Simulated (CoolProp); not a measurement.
Vapour-liquid equilibrium of CH2F2 (R32) (1) + fluoroethane (R161) (2) at 169.4 K; x and y are mole fractions of (1).

The numbers come from the multi-fluid Helmholtz-energy mixture model, Tillner-Roth 1997 and Wu 2012; pair parameters Bell 2016 in CoolProp.

| x | bubble pressure, mixture model (MPa) | bubble pressure, Raoult's law (MPa) | y, mixture model | y, Raoult's law |
|---|---|---|---|---|
| 0.05 | 0.001302 | 0.001231 | 0.157 | 0.110 |
| 0.2 | (withheld) | 0.001463 | 0.429 | 0.369 |
| 0.35 | 0.001915 | 0.001694 | (withheld) | 0.557 |
| 0.5 | 0.002129 | 0.001925 | (withheld) | 0.700 |
| 0.65 | (withheld) | 0.002157 | 0.790 | 0.813 |
| 0.8 | 0.002488 | 0.002388 | 0.879 | 0.903 |
| 0.95 | 0.002646 | 0.002619 | 0.969 | 0.978 |

Question: Complete the blanks.

Answer: 
- 0.2, bubble pressure, mixture model (MPa): 0.001653
- 0.35, y, mixture model: 0.583
- 0.5, y, mixture model: 0.695
- 0.65, bubble pressure, mixture model (MPa): 0.002316

The largest gap from Raoult's law is +13.0 % in bubble pressure, at x = 0.35. No azeotrope shows between x = 0.05 and 0.95.

Pair parameters are fitted to limited data, so mixtures are less certain than the pure fluids.
